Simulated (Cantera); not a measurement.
A closed system holds: 1 mol MgO, 0.4 mol CH4, 2.9 mol CO, 0.52 mol C, held at 1700 K and 0.000790 bar.

These are equilibrium values from Cantera (NASA tables, ideal gas, pure condensed phases), not measurements of a reactor. Candidate condensed phases: C, C6H6, C7H8, C8H18, H2O, Mg, MgCO3, MgO, Mg(OH)2; 116 gas species. The tables' values for MgH are old estimates; treat these amounts as uncertain. The numbers say what is thermodynamically allowed, not how fast it happens.

Base state: CO 0.689, Mg 0.166, H2 0.143, H 0.00198, CO2 0.000146, H2O 0.000104, MgH 2.21e-5 (mole fractions); condensed: MgO(s).

What changes in the equilibrium state with this change: temperature from 1700 K to 2423.15 K?


| species | before | after |
|---|---|---|
| CO | 0.689 | 0.622 |
| Mg | 0.166 | 0.164 |
| H | 0.00198 | 0.147 |
| H2 | 0.143 | 0.0542 |
| O | <1e-9 | 0.00275 |
| O2 | <1e-9 | 6.21e-5 |
| MgO(s), mol | 0.0786 | 0 |

What changes in the equilibrium state with this change: temperature from 1700 K to 875 K?


```tsv
species	before	after
CO	0.689	0.777
H2	0.143	0.217
CO2	0.000146	0.00513
Mg	0.166	<1e-9
H	0.00198	<1e-9
MgH	2.21e-5	<1e-9
CH4	<1e-9	1.62e-5
H2O	0.000104	0.000543
MgO(s), mol	0.0786	1.00
C(graphite), mol	0	0.941
```
